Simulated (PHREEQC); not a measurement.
KOH is added in steps, without added water, to 1 kg of water holding 0.082 mol NiCl2, 0.018 mol NaOH and 0.00033 mol H2SO4, at 25 °C. Oxygen is held at 0.21 atm. CO2 is held at log p = -3.4 (atm). Only these solids could form: Ni(OH)2, NiCO3, Ni4(OH)6SO4, Halite, Mirabilite, Morenosite, Nahcolite, Natron.

Base run: PHREEQC, ion-association model, wateq4f.dat. Each further column changes one thing. The table gives pH.

```tsv
KOH added (mol)	base	diluted 2-fold with water	NiCl2 from 0.082 to 0.82 mol/kgw	0.025 mol/kgw H3PO4 added	no solid may form
0	6.26	6.36	5.83	2.64	7.17
0.04125	6.33	6.53	5.84	4.43	7.50
0.1237	6.65	9.53	5.86	6.65	7.99
0.165	9.19	9.68	5.87	8.42	8.46
0.2062	9.54	9.77	5.88	8.96	8.73
0.2888	9.76	9.87	5.90	9.64	9.13
0.33	9.82	9.91	5.91	9.74	9.37
0.3713	9.87	9.94	5.92	9.80	9.56
0.4537	9.93	9.99	5.94	9.89	9.77
0.495	9.96	10.01	5.95	9.92	9.83
0.5363	9.99	10.03	5.96	9.95	9.87
0.6188	10.03	10.06	5.98	10.00	9.94
0.66	10.04	10.08	5.99	10.02	9.97
```

The ionic strength passes 0.7 mol/kgw, the rough limit of the ion-association models, in part of: base; diluted 2-fold with water; NiCl2 from 0.082 to 0.82 mol/kgw; 0.025 mol/kgw H3PO4 added; no solid may form. The database's nickel carbonate constants are estimates that later reviews lower a good deal. The database's Ni(OH)2 is the aged solid; a fresh precipitate is more soluble. H3PO4, which wateq4f.dat lacks, is added to it with the constant of phreeqc.dat. The database has no phosphate complexes of Ni. In at least one series the solution becomes supersaturated in solids that the run did not let form, among them Ni(OH)2, Ni4(OH)6SO4. Solids allowed in the column '0.025 mol/kgw H3PO4 added': Ni(OH)2, NiCO3, Ni3(PO4)2, Ni4(OH)6SO4, Halite, Mirabilite, Morenosite, Nahcolite, Natron.
